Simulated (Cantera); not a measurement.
What does this Cantera script print?

```python
import numpy as np
import cantera as ct

gas_names = [...]  # 136 gases of nasa_gas.yaml made of C, H, N, O
cond_names = """
    C(gr) C6H6(L) C7H8(L) C8H18(L),n-octa H2O(s) H2O(L)
""".split()


# ... load() reads the species with a 1 bar reference pressure and builds the phases ...
atoms = {
    'C2H5OH': {'C': 2, 'H': 6, 'O': 1},
    'CO2': {'C': 1, 'O': 2},
    'N2': {'N': 2},
}
top_T = {'C(gr)': 4500}  # K; cautious upper limits of use, not melting points


# ... equilibrate(T, P, feed) seeds the gas with the atoms and calls Mixture.equilibrate('TP', solver="vcs", rtol=1e-11, max_steps=5000) ...
results = []
feed = {'C2H5OH': 1, 'CO2': 0.033, 'N2': 14}  # mol
P = 1333.22  # Pa
for T in [648, 798, 948, 1098, 1248, 1398, 1548, 1698, 1848, 1998, 2148]:
    mix = equilibrate(T, P, feed)
    results.append((T, P, feed, dict(zip(mix.species_names, mix.species_moles))))
    x = sorted(zip(gas.X, gas.species_names), reverse=True)
    print(f"T = {T:g} K  P = {P:g} Pa  gas = {mix.phase_moles(0):.4g} mol")
    print("   x: " + "  ".join(f"{s} {v:.3e}" for v, s in x if v > 1e-06))
    print("   condensed (mol): " + ("  ".join(f"{mix.phase(i).name} {mix.phase_moles(i):.4g}"
          for i in range(1, mix.n_phases) if mix.phase_moles(i) > 1e-12) or "none"))
```

Result:

```
T = 648 K  P = 1333.22 Pa  gas = 17.24 mol
   x: N2 8.120e-01  H2 1.351e-01  H2O 2.558e-02  CO2 1.554e-02  CH4 6.642e-03  CO 5.154e-03  NH3 1.151e-05
   condensed (mol): C(gr) 1.562
T = 798 K  P = 1333.22 Pa  gas = 17.95 mol
   x: N2 7.801e-01  H2 1.635e-01  CO 4.977e-02  CO2 3.479e-03  H2O 2.672e-03  CH4 4.950e-04  NH3 2.375e-06
   condensed (mol): C(gr) 1.069
T = 948 K  P = 1333.22 Pa  gas = 18.06 mol
   x: N2 7.751e-01  H2 1.658e-01  CO 5.873e-02  H2O 1.258e-04  CO2 8.056e-05  CH4 6.294e-05
   condensed (mol): C(gr) 0.9696
T = 1098 K  P = 1333.22 Pa  gas = 18.07 mol
   x: N2 7.750e-01  H2 1.660e-01  CO 5.899e-02  CH4 1.343e-05  H2O 1.200e-05  HCN 7.764e-06  CO2 4.235e-06
   condensed (mol): C(gr) 0.9669
T = 1248 K  P = 1333.22 Pa  gas = 18.07 mol
   x: N2 7.749e-01  H2 1.660e-01  CO 5.900e-02  HCN 4.456e-05  CH4 4.097e-06  H2O 2.008e-06  H 1.648e-06
   condensed (mol): C(gr) 0.9662
T = 1398 K  P = 1333.22 Pa  gas = 18.07 mol
   x: N2 7.748e-01  H2 1.660e-01  CO 5.900e-02  HCN 1.751e-04  H 1.669e-05  HNC 2.072e-06  CH4 1.604e-06
   condensed (mol): C(gr) 0.9638
T = 1548 K  P = 1333.22 Pa  gas = 18.07 mol
   x: N2 7.746e-01  H2 1.657e-01  CO 5.900e-02  HCN 5.258e-04  H 1.086e-04  HNC 1.032e-05  C2H2,acetylene 2.600e-06
   condensed (mol): C(gr) 0.9572
T = 1698 K  P = 1333.22 Pa  gas = 18.07 mol
   x: N2 7.741e-01  H2 1.651e-01  CO 5.899e-02  HCN 1.295e-03  H 5.088e-04  HNC 3.854e-05  C2H2,acetylene 1.190e-05
   condensed (mol): C(gr) 0.9425
T = 1848 K  P = 1333.22 Pa  gas = 18.08 mol
   x: N2 7.728e-01  H2 1.635e-01  CO 5.895e-02  HCN 2.741e-03  H 1.857e-03  HNC 1.155e-04  C2H2,acetylene 4.210e-05
   condensed (mol): C(gr) 0.9138
T = 1998 K  P = 1333.22 Pa  gas = 18.12 mol
   x: N2 7.701e-01  H2 1.600e-01  CO 5.884e-02  H 5.557e-03  HCN 5.135e-03  HNC 2.908e-04  C2H2,acetylene 1.213e-04  CN 4.181e-06  C2N2 1.376e-06
   condensed (mol): C(gr) 0.8642
T = 2148 K  P = 1333.22 Pa  gas = 18.19 mol
   x: N2 7.648e-01  H2 1.529e-01  CO 5.859e-02  H 1.411e-02  HCN 8.668e-03  HNC 6.324e-04  C2H2,acetylene 2.928e-04  CN 2.580e-05  C2N2 5.077e-06
   condensed (mol): C(gr) 0.7864
```

These are equilibrium values from Cantera (NASA tables, ideal gas, pure condensed phases), not measurements of a reactor.
